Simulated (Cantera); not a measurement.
An isothermal, constant-pressure homogeneous reactor starts with NO : N₂ = 1 : 1.8 (molar parts), at 1723 K and 1.00 atm.

Computed with Cantera and GRI-Mech 3.0 (53 species, 325 reactions).

x: mole fraction; the columns are a selection and need not sum to one.

```csv
t (s),x NO,x O₂,x N₂,x NO₂,x O
3.00e-6,0.357,7.24e-12,0.643,___,4.04e-8
2.14e-5,0.357,2.82e-10,0.643,___,1.90e-7
0.000152,0.357,5.91e-9,0.643,___,3.31e-7
0.00109,0.357,2.18e-7,0.643,___,7.52e-7
0.00775,0.357,3.44e-5,0.643,___,3.04e-6
0.0552,0.355,0.000718,0.644,___,3.89e-6
0.394,0.346,0.00559,0.649,___,5.57e-6
2.81,0.287,0.0348,0.678,___,1.11e-5
20.0,0.119,0.119,0.762,___,1.97e-5
```

Problem. Some entries are withheld; supply them.

Solution. 
- 3.00e-6, x NO₂: 3.22e-9
- 2.14e-5, x NO₂: 1.22e-7
- 0.000152, x NO₂: 1.93e-6
- 0.00109, x NO₂: 1.69e-5
- 0.00775, x NO₂: 0.000111
- 0.0552, x NO₂: 0.000147
- 0.394, x NO₂: 0.000210
- 2.81, x NO₂: 0.000359
- 20.0, x NO₂: 0.000267
